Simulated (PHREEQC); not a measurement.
# Sulfide liquor: speciation

A solution holds 0.011 mmol/kgw NaHS, 0.48 mmol/kgw NaHCO3 and 0.0053 mmol/kgw FeCl2, at 40 °C. Closed to the air; pH follows from the charge balance.

Model: ion-association model, phreeqc.dat, run in PHREEQC.

* **pH**: 8.08
* **ionic strength**: 0.000507 mol/kgw
* **total alkalinity**: 0.491 meq/kg

```tsv
species	molality	activity	log γ
Na+	0.000491	0.000478	-0.011
HCO3-	0.000468	0.000456	-0.011
Cl-	1.06e-5	1.03e-5	-0.011
HS-	9.91e-6	9.65e-6	-0.012
CO2	7.54e-6	7.54e-6	0.000
Fe+2	4.11e-6	3.70e-6	-0.045
CO3-2	3.64e-6	3.28e-6	-0.045
OH-	3.61e-6	3.51e-6	-0.012
H2S	4.77e-7	4.77e-7	0.000
FeOH+	4.19e-7	4.08e-7	-0.011
Fe(HS)2	3.07e-7	3.07e-7	0.000
FeCO3	2.91e-7	2.91e-7	0.000
FeHCO3+	1.73e-7	1.69e-7	-0.011
```

Precipitation was switched off in this run. Saturation is exceeded, for instance for Siderite; the values hold only as long as no solid forms. At this temperature some constants are extrapolated from 25 °C, and those without enthalpy data are left unchanged.
